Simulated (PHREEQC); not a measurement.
Dissolve 0.0053 mol NH3, 4.2e-05 mol Na2SiO3 and 0.00019 mol K3PO4 per kg of water at 25 °C. Closed to the air; pH follows from the charge balance.

Model: ion-association model, phreeqc.dat, run in PHREEQC.

```json
[
 {"quantity": "ionic strength (mol/kgw)", "before": "0.00107", "after": "0.000280"},
 {"quantity": "NH4+ (mol/kgw)", "before": "0.000216", "after": "0.000110"},
 {"quantity": "H3SiO4- (mol/kgw)", "before": "3.63e-5", "after": "5.86e-6"},
 {"quantity": "H4SiO4 (mol/kgw)", "before": "5.55e-6", "after": "2.53e-6"},
 {"quantity": "SI of Quartz (SiO2)", "before": "-1.28", "after": "-1.62"}
]
```

Task: What was changed between the two runs?
(A) K3PO4 left out
(B) NH3 from 0.0053 to 0.00795 mol/kgw
(C) temperature from 25 to 50 °C
(D) K3PO4 replaced by KH2PO4 at the same molality
(E) diluted 5-fold with water

Result: E, diluted 5-fold with water

This is a speciation only: nothing precipitates in the calculation.
